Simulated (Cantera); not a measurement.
Feed: 1 mol SiH4, 2.9 mol HCl, 990 mol H2, held at 1448 K and 1 atm.

Method: chemical equilibrium by Gibbs-energy minimisation in Cantera with the NASA 1993 tables (ideal gas, pure condensed phases). Candidate condensed phases: Si; 19 gas species. The numbers say what is thermodynamically allowed, not how fast it happens.

### Question
What is the equilibrium state?

### Answer
| Property | Result |
|---|---|
| x(H2) | 0.997 |
| x(HCl) | 0.00286 |
| x(SiCl2) | 2.52e-5 |
| x(H) | 9.14e-6 |
| x(SiH3Cl) | 1.77e-6 |
| x(SiH2Cl2) | 1.32e-6 |
| n(Si(s)) | 0.970 mol |
| gas amount | 994.9 mol |
